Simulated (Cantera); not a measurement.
Cantera run:

```python
import numpy as np
import cantera as ct

gas_names = [...]  # 58 gases of nasa_gas.yaml made of F, H, N, O, Si
cond_names = """
    H2O(s) H2O(L) Si(cr) Si(L) SiO2(Lqz) SiO2(hqz) SiO2(L) Si2N2O(s) Si3N4(a)
""".split()


# ... load() reads the species with a 1 bar reference pressure and builds the phases ...
atoms = {
    'SiF4': {'Si': 1, 'F': 4},
    'H2O': {'H': 2, 'O': 1},
    'N2': {'N': 2},
}
top_T = {'Si2N2O(s)': 2100, 'Si3N4(a)': 2400}  # K; cautious upper limits of use, not melting points


# ... equilibrate(T, P, feed) seeds the gas with the atoms and calls Mixture.equilibrate('TP', solver="vcs", rtol=1e-11, max_steps=5000) ...
results = []
feed = {'SiF4': 1, 'H2O': 6.3, 'N2': 1.2}  # mol
T = 1673  # K
P = 21  # Pa
mix = equilibrate(T, P, feed)
results.append((T, P, feed, dict(zip(mix.species_names, mix.species_moles))))
x = sorted(zip(gas.X, gas.species_names), reverse=True)
print(f"T = {T:g} K  P = {P:g} Pa  gas = {mix.phase_moles(0):.4g} mol")
print("   x: " + "  ".join(f"{s} {v:.3e}" for v, s in x if v > 1e-06))
print("   condensed (mol): " + ("  ".join(f"{mix.phase(i).name} {mix.phase_moles(i):.4g}"
      for i in range(1, mix.n_phases) if mix.phase_moles(i) > 1e-12) or "none"))
```

Output:

```
T = 1673 K  P = 21 Pa  gas = 9.548 mol
   x: H2O 4.413e-01  HF 4.189e-01  N2 1.256e-01  H2 7.800e-03  O2 3.472e-03  OH 1.889e-03  H 6.940e-04  O 1.359e-04  NO 1.341e-04  SiO 1.261e-05  F 3.135e-06  SiO2 1.358e-06
   condensed (mol): SiO2(hqz) 0.9999
```

Equilibrium computed with Cantera from the NASA thermochemical tables; the gas is ideal and each condensed phase is pure. The tables hold silica as quartz up to 1696 K and as liquid above; real silica turns to tridymite and cristobalite and melts near 1996 K.
